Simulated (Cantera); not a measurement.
Input: 1 mol TEOS, 2.2 mol O3, 2.9 mol N2, at 1048.15 K and 68.0 mbar.

Equilibrium computed with Cantera from the NASA thermochemical tables; the gas is ideal and each condensed phase is pure. Candidate condensed phases: C, C6H6, C7H8, C8H18, H2O, Si, SiC, SiO2, Si2N2O, Si3N4; 151 gas species. The feed counts by its element totals alone. Kinetics and transport are ignored.

Base state: H2 0.463, CO 0.369, N2 0.139, H2O 0.0148, CO2 0.0140, CH4 0.000124 (mole fractions); condensed: SiO2(β-quartz).

### Question
What changes in the equilibrium state with this change: temperature from 1048.15 K to 1850 K?

### Answer
```csv
species,before,after
H2,0.463,0.452
CO,0.369,0.377
N2,0.139,0.138
H2O,0.0148,0.0250
CO2,0.0140,0.00518
SiO,<1e-9,0.00151
CH4,0.000124,<1e-9
H,2.02e-8,0.00139
"SiO2(β-quartz), mol",1.00,0
"SiO2(condensed), mol",0,0.968
```
The tables hold silica as quartz up to 1696 K and as liquid above; real silica turns to tridymite and cristobalite and melts near 1996 K.

### Question
What changes in the equilibrium state with this change: TEOS replaced by SiF4?

### Answer
| species | before | after |
|---|---|---|
| O2 | <1e-9 | 0.458 |
| N2 | 0.139 | 0.403 |
| SiF4 | 0 | 0.139 |
| H2 | 0.463 | 0 |
| CO | 0.369 | 0 |
| H2O | 0.0148 | 0 |
| CO2 | 0.0140 | 0 |
| CH4 | 0.000124 | 0 |
| NO | <1e-9 | 5.47e-5 |
| SiO2(β-quartz), mol | 1.00 | 0 |
